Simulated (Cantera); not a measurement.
Low-pressure radical oxidation in H2/O2

An isothermal, constant-pressure homogeneous reactor starts with H2 : O2 = 0.0094 : 1 (molar parts), equivalence ratio 0.0047, at 1200 K and 2670 Pa.

Model: the H2/O2 subset of GRI-Mech 3.0, which has no nitrogen chemistry, integrated in Cantera. Radical loss at walls, strong at low pressure, is not modelled.

| t (s) | x H2 | x O2 | x H2O | x H2O2 | x O | x H | x HO2 |
|---|---|---|---|---|---|---|---|
| 0.000600 | 0.00931 | 0.991 | 2.87e-8 | 4.54e-12 | 3.46e-8 | 4.07e-9 | 1.04e-8 |
| 0.00174 | 0.00931 | 0.991 | 2.57e-6 | 4.23e-11 | 2.33e-6 | 2.46e-7 | 4.46e-8 |
| 0.00505 | 0.000882 | 0.983 | 0.00738 | 1.29e-7 | 0.00637 | 0.000634 | 2.72e-6 |
| 0.0146 | 3.19e-5 | 0.984 | 0.00882 | 3.34e-8 | 0.00643 | 0.000275 | 1.55e-6 |
| 0.0424 | 1.99e-5 | 0.986 | 0.00898 | 3.15e-8 | 0.00397 | 0.000134 | 1.24e-6 |
| 0.123 | 7.52e-6 | 0.989 | 0.00916 | 2.59e-8 | 0.00149 | 3.10e-5 | 7.48e-7 |
| 0.357 | 1.67e-6 | 0.990 | 0.00927 | 1.54e-8 | 0.000332 | 3.27e-6 | 3.08e-7 |
| 1.03 | 2.81e-7 | 0.991 | 0.00932 | 5.81e-9 | 5.64e-5 | 2.30e-7 | 8.93e-8 |
| 3.00 | 4.81e-8 | 0.991 | 0.00934 | 1.57e-9 | 9.78e-6 | 1.67e-8 | 2.18e-8 |
x: mole fraction; the columns are a selection and need not sum to one.

Equilibrium at this temperature and pressure: H2 7.36e-10, O2 0.991, H2O 0.00935, H2O2 3.64e-11, O 1.54e-7, H 3.30e-11, HO2 5.30e-9 (gas phase only).
